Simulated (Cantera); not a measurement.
A closed system holds: 1 mol AlBr3, 88 mol NH3, 2.2 mol N2, held at 1827 °C and 0.690 bar.

Method: chemical equilibrium by Gibbs-energy minimisation in Cantera with the NASA 1993 tables (ideal gas, pure condensed phases). Candidate condensed phases: Al, AlBr3, AlN, Br2; 19 gas species. Kinetics and transport are ignored.

Base state: H2 0.724, N2 0.256, HBr 0.0102, AlBr 0.00544, H 0.00319, Br 0.000893, Al 7.35e-5, AlH 1.18e-5 (mole fractions); condensed: gas only.

### Question
What changes in the equilibrium state with this change: temperature from 1827 °C to 1602 °C?

### Answer
| species | before | after |
|---|---|---|
| H2 | 0.724 | 0.727 |
| N2 | 0.256 | 0.256 |
| HBr | 0.0102 | 0.0126 |
| H | 0.00319 | 0.000673 |
| AlBr | 0.00544 | 0.00345 |
| Al | 7.35e-5 | 5.63e-6 |
| AlBr3 | 9.91e-6 | 9.53e-5 |
| AlN(s), mol | 0 | 0.361 |
